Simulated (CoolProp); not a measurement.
The fluid at 293.15 K and 0.555 MPa is throttled through a valve to 0.0665 MPa with no heat exchange. The same conditions are run with several fluids, on thermodynamics alone (safety and materials aside).

Values from CoolProp's reference Helmholtz-energy equation of state of each fluid (chlorine: Thol 2021; CH2F2 (R32): Tillner-Roth 1997; R410A: Lemmon 2003; CF4 (R14): Platzer 1990; dry air: Lemmon 2000). The equations of Platzer and Polt are older, rougher fits. Blends and air are pseudo-pure fits.

| fluid | temperature change (K) | final density (kg/m³) |
|---|---|---|
| chlorine | ___ | ___ |
| CH2F2 (R32) | ___ | ___ |
| R410A | ___ | ___ |
| CF4 (R14) | -2.8 | 2.43 |
| dry air | ___ | ___ |

Task: Complete the blanks.

Result: 
- chlorine, temperature change (K): -16.4
- chlorine, final density (kg/m³): 2.07
- CH2F2 (R32), temperature change (K): -14.2
- CH2F2 (R32), final density (kg/m³): 1.51
- R410A, temperature change (K): -11.2
- R410A, final density (kg/m³): 2.08
- dry air, temperature change (K): -1.1
- dry air, final density (kg/m³): 0.794
